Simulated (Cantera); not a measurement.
An adiabatic, constant-pressure homogeneous reactor starts with CH3OH : O2 : N2 = 1 : 1.15 : 4.34 (molar parts), equivalence ratio 1.3, at 1198 K and 0.400 bar. Integrator tolerance rtol = 1e-08.

Cantera simulation using GRI-Mech 3.0 (53 species, 325 reactions); the numbers are that mechanism's predictions, not measurements. GRI-Mech 3.0 was tuned for natural gas; its chemistry of methanol as a main component is partial and can be far from experiment.

**Question.** What does this change do: N2 4.34 to 8 parts?

**Answer.** 
```json
[
 {"quantity": "time of steepest temperature rise", "before": "21.5 ms", "after": "25.1 ms"},
 {"quantity": "temperature at 0.700 s", "before": "2553 K", "after": "2292 K"},
 {"quantity": "equilibrium temperature", "before": "2553 K", "after": "2292 K"},
 {"quantity": "x(CH3OH) at 0.700 s", "before": "<1e-12 (gas-phase equilibrium <1e-12)", "after": "<1e-12 (gas-phase equilibrium <1e-12)"},
 {"quantity": "x(O2) at 0.700 s", "before": "0.00471 (gas-phase equilibrium 0.00471)", "after": "0.000431 (gas-phase equilibrium 0.000431)"},
 {"quantity": "x(CH3) at 0.700 s", "before": "<1e-12 (gas-phase equilibrium <1e-12)", "after": "<1e-12 (gas-phase equilibrium <1e-12)"},
 {"quantity": "x(C2H) at 0.700 s", "before": "<1e-12 (gas-phase equilibrium <1e-12)", "after": "<1e-12 (gas-phase equilibrium <1e-12)"},
 {"quantity": "x(HCN) at 0.700 s", "before": "1.56e-9 (gas-phase equilibrium 1.56e-9)", "after": "7.00e-10 (gas-phase equilibrium 7.01e-10)"}
]
```
